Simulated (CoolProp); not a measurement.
Vapour pressure (bar) of CHF3 (R23): the reference equation beside estimates from Tc = 26.1 °C, pc = 48.32 bar, ω = 0.263. Clausius-Clapeyron is anchored at -93.95 °C with a constant enthalpy of vaporisation of 17.42 kJ/mol.

Model: reference Helmholtz-energy equation of state, Penoncello 2003, in CoolProp.

| T (°C) | reference | Clausius-Clapeyron | van der Waals | Redlich-Kwong |
|---|---|---|---|---|
| -121.75 | 0.04953 | 0.05629 | 1.452 | … |
| -112.45 | … | 0.1254 | 2.143 | 0.2781 |
| -103.25 | … | 0.2540 | … | 0.5395 |
| -93.95 | 0.4818 | 0.4818 | 4.147 | 0.9678 |
| -84.65 | 0.8681 | 0.8578 | 5.522 | … |
| -75.35 | 1.468 | 1.447 | 7.176 | 2.550 |
| -66.15 | 2.341 | 2.316 | 9.107 | 3.814 |
| -56.85 | 3.587 | … | … | … |
| -47.55 | 5.286 | 5.336 | 13.98 | 7.660 |

What belongs in the gaps?


- -121.75, Redlich-Kwong: 0.1281
- -112.45, reference: 0.1175
- -103.25, reference: 0.2479
- -103.25, van der Waals: 3.026
- -84.65, Redlich-Kwong: 1.618
- -56.85, Clausius-Clapeyron: 3.579
- -56.85, van der Waals: 11.38
- -56.85, Redlich-Kwong: 5.500

Absolute difference from the reference over all 9 rows, mean and median: Clausius-Clapeyron 3.1 and 1.2 %, van der Waals 892.5 and 536.1 %, Redlich-Kwong 92.8 and 86.4 %.
